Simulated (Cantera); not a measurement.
An isothermal plug-flow reactor at 1075 K and 1.00 bar (inlet), inlet velocity 4.1 m/s, active area per volume 2800 1/m; feed CH4 : O2 : N2 = 0.0028 : 0.095 : 0.79 (molar parts), equivalence ratio 0.059.

Cantera simulation using Deutschmann's 1995 Pt surface mechanism with GRI-Mech 3.0 gas chemistry; the numbers are that mechanism's predictions, not measurements. Catalytic surfaces can have several steady states; this one follows from the mechanism file's or the stated starting coverage. Mass transfer to the wall is taken as infinitely fast.

Q: What does this change do: N2 0.79 to 1.3 parts?

A: 
```
quantity                 before    after
----------------------  -------  -------
x(CH4) at z = 0.047 m   1.96e-5  3.63e-6
x(O2) at z = 0.047 m      0.101   0.0640
x(H2O) at z = 0.047 m   0.00625  0.00399
x(CO2) at z = 0.047 m   0.00312  0.00200
x(CO) at z = 0.047 m    1.63e-8  3.33e-9
θ(free Pt) at the exit    0.278    0.306
θ(O*) at the exit         0.720    0.693
θ(OH*) at the exit      0.00125  0.00103
```

Q: What does this change do: temperature 1075 to 850 K?

A: 
```
quantity                 before     after
----------------------  -------  --------
x(CH4) at z = 0.047 m   1.96e-5   0.00271
x(O2) at z = 0.047 m      0.101     0.106
x(H2O) at z = 0.047 m   0.00625  0.000880
x(CO2) at z = 0.047 m   0.00312  0.000439
x(CO) at z = 0.047 m    1.63e-8   5.38e-7
θ(free Pt) at the exit    0.278    0.0635
θ(O*) at the exit         0.720     0.936
```
